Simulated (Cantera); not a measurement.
Input (Python, Cantera):

```python
import numpy as np
import cantera as ct

gas = ct.Solution("gri30.yaml")
gas.TPX = 1400, 101325, {'CH4': 1, 'CO2': 1.3, 'H2': 0.55}
inlet = ct.Reservoir(gas, clone=True)

reactor = ct.IdealGasConstPressureReactor(gas, energy="off", clone=False)
exhaust = ct.Reservoir(gas, clone=True)
tau = [10, 3.2, 1, 0.33, 0.1, 0.033, 0.01, 0.0033][0]
for a, b in ((inlet, reactor), (reactor, exhaust)):
    ct.MassFlowController(a, b, mdot=lambda t: reactor.mass / tau)
net = ct.ReactorNet([reactor])
show = ['CH4', 'CO2', 'H2', 'C2H2', 'HO2']

rows = []
print(f"{'tau/s':>10s}{'T/K':>9s}" + "".join(f"{s:>11s}" for s in show))
for tau in [10, 3.2, 1, 0.33, 0.1, 0.033, 0.01, 0.0033]:
    net.initial_time = 0.0
    net.advance(30 * tau)
    before = gas.X
    net.advance(40 * tau)
    drift = np.max(np.abs(gas.X - before) / (gas.X + 1e-9))
    rows.append([gas.T, *gas[show].X, drift])
    print(f"{tau:10.3e}{gas.T:9.1f}" + "".join(f"{x:11.3e}" for x in gas[show].X))
```

It prints:

```
     tau/s      T/K        CH4        CO2         H2       C2H2        HO2
 1.000e+01   1400.0  1.586e-01  1.973e-01  1.919e-01  5.582e-02  1.294e-16
 3.200e+00   1400.0  2.382e-01  2.983e-01  1.791e-01  3.504e-02  1.547e-16
 1.000e+00   1400.0  3.049e-01  3.900e-01  1.839e-01  1.366e-02  1.393e-16
 3.300e-01   1400.0  3.346e-01  4.326e-01  1.887e-01  4.081e-03  1.112e-16
 1.000e-01   1400.0  3.460e-01  4.492e-01  1.912e-01  7.651e-04  9.289e-17
 3.300e-02   1400.0  3.493e-01  4.540e-01  1.923e-01  9.945e-05  8.390e-17
 1.000e-02   1400.0  3.504e-01  4.556e-01  1.928e-01  5.872e-06  7.514e-17
 3.300e-03   1400.0  3.507e-01  4.560e-01  1.929e-01  2.578e-07  6.529e-17
```

Detailed kinetics in Cantera: GRI-Mech 3.0 (53 species, 325 reactions).
